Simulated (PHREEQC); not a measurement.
A solution holds 0.0027 mol/kgw CuSO4 and 0.29 mol/kgw FeCl3, at 25 °C. It is in equilibrium with CO2 at log p = -3.4 (atm). Otherwise closed; pH follows from the charge balance.

Model: ion-association model, phreeqc.dat, run in PHREEQC.

No solid was allowed to form.

Task: Order these Cl species by the share of Cl that they hold, largest first: FeCl+2, FeCl2+, Cl-, FeCl3.

Result: Cl- (65 %), FeCl+2 (19 %), FeCl2+ (16 %), FeCl3 (0.44 %)

Task: Order these Fe species by the share of Fe that they hold, largest first: FeOH+2, Fe2(OH)2+4, Fe+3, FeCl+2, FeCl2+.

Result: FeCl+2 (56 %), FeCl2+ (24 %), Fe+3 (13 %), FeOH+2 (2.8 %), Fe2(OH)2+4 (2.4 %)

The pH is 1.92 and the ionic strength 0.877 mol/kgw. Saturation is exceeded, for instance for Hematite (slow to form), Goethite (slow to form); the values hold only as long as no solid forms. Ionic strength above about 0.7 mol/kgw puts this run outside the model's range.
